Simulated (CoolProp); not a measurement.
Vapour-liquid equilibrium of acetone (1) + n-decane (2) at 443 K; x and y are mole fractions of (1).

Values from CoolProp's multi-fluid Helmholtz-energy mixture model, Lemmon 2006 and Lemmon 2006; pair parameters Bell 2016.

```tsv
x	bubble pressure, mixture model (bar)	bubble pressure, Raoult's law (bar)	y, mixture model	y, Raoult's law
0.05	1.875	1.691	___	0.490
0.2	4.855	4.042	0.818	0.820
0.35	7.455	6.392	___	0.908
0.5	___	8.742	0.918	0.948
0.65	11.35	11.09	0.939	0.971
0.8	13.28	13.44	0.961	0.986
0.95	15.65	15.79	0.989	0.997
```

Fill in the missing entries.


- 0.05, y, mixture model: 0.515
- 0.35, y, mixture model: 0.887
- 0.5, bubble pressure, mixture model (bar): 9.532

The largest gap from Raoult's law is +20.1 % in bubble pressure, at x = 0.2. No azeotrope shows between x = 0.05 and 0.95.

The pair parameters rest on a limited set of measurements; away from them the model extrapolates. The gap from Raoult's law changes sign with composition, which may be real or a fault of the pair parameters; it wasn't checked against measurements.
